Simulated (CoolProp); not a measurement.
p-xylene along the isotherm 181.55 °C: fugacity coefficient from the reference equation and from simpler models built on Tc = 343.0 °C, pc = 3.532 MPa, ω = 0.324; each cubic takes its own stable root.

The numbers come from the reference Helmholtz-energy equation of state, Zhou 2012 in CoolProp.

```tsv
p (MPa)	phase	reference
0.221	gas	0.9331
0.441	liquid	0.5919
0.662	liquid	0.3978
0.883	liquid	0.3009
1.1	liquid	0.2436
1.32	liquid	0.2048
1.55	liquid	0.1760
1.77	liquid	0.1554
```

Q: How far does each simpler model (van der Waals, Redlich-Kwong, Soave-Redlich-Kwong, Peng-Robinson) lie from the reference over these 8 states: mean and median of the absolute difference, and the worst?

A: 
- van der Waals: mean 143.5 %, median 187.4 %, worst +199.0 % at 181.55 °C and 1.77 MPa
- Redlich-Kwong: mean 54.3 %, median 63.0 %, worst +64.2 % at 181.55 °C and 1.77 MPa
- Soave-Redlich-Kwong: mean 2.7 %, median 2.8 %, worst +3.3 % at 181.55 °C and 1.77 MPa
- Peng-Robinson: mean 1.2 %, median 1.3 %, worst +1.4 % at 181.55 °C and 1.77 MPa

At some of these states van der Waals, Redlich-Kwong gives the other phase, because its saturation line lies elsewhere.
